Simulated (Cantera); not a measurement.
Feed: 1 mol borazine, a varied amount of NH3, 2.5 mol H2, held at 35.0 Pa.

Method: chemical equilibrium by Gibbs-energy minimisation in Cantera with the NASA 1993 tables (ideal gas, pure condensed phases). Candidate condensed phases: B, BN; 15 gas species. The feed counts by its element totals alone. Mutual solubility and eutectic melting of coexisting phases are not modelled. Kinetics and transport are ignored.

**Question.** What condenses at these points (T in K, n(NH3) in mol): (1973, 6.7); (1223, 1.3); (1223, 4.5); (2423, 6.7); (773, 6.7); (2423, 3); (1673, 4.5)?

**Answer.** 
```json
[
 {"T (K)": "1973", "n(NH3) in mol": "6.7", "condensed phases": "B + BN", "B condensed (%)": "99.6"},
 {"T (K)": "1223", "n(NH3) in mol": "1.3", "condensed phases": "BN", "B condensed (%)": "100.0"},
 {"T (K)": "1223", "n(NH3) in mol": "4.5", "condensed phases": "BN", "B condensed (%)": "100.0"},
 {"T (K)": "2423", "n(NH3) in mol": "6.7", "condensed phases": "gas only", "B condensed (%)": "0.0"},
 {"T (K)": "773", "n(NH3) in mol": "6.7", "condensed phases": "BN", "B condensed (%)": "100.0"},
 {"T (K)": "2423", "n(NH3) in mol": "3", "condensed phases": "B", "B condensed (%)": "21.1"},
 {"T (K)": "1673", "n(NH3) in mol": "4.5", "condensed phases": "BN", "B condensed (%)": "100.0"}
]
```
